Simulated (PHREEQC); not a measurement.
0.45 g of hydrous ferric oxide (600 m²/g; 0.2 weak and 0.005 strong sites per Fe, Dzombak-Morel constants, diffuse double layer) in 1 kg of water with 0.001 mol/kgw of an inert sodium salt, at 25 °C; the pH is set by adding NaOH or the inert anion's acid. Oxygen is held at 0.21 atm. CO2 from the air is kept out. Nothing may precipitate in this run.

Equilibrium calculation in PHREEQC: ion-association model, wateq4f.dat.

### Question
Predict surface charge σ (C/m²), surface potential ψ (mV) at pH = 4.38, 4.75, 6.62, 8.12.

### Answer
```json
[
 {"pH": "4.38", "surface charge σ (C/m²)": "0.089", "surface potential ψ (mV)": "195"},
 {"pH": "4.75", "surface charge σ (C/m²)": "0.065", "surface potential ψ (mV)": "180"},
 {"pH": "6.62", "surface charge σ (C/m²)": "0.009", "surface potential ψ (mV)": "85"},
 {"pH": "8.12", "surface charge σ (C/m²)": "0.000", "surface potential ψ (mV)": "-1"}
]
```

Complexes and solids missing from the database can't appear.
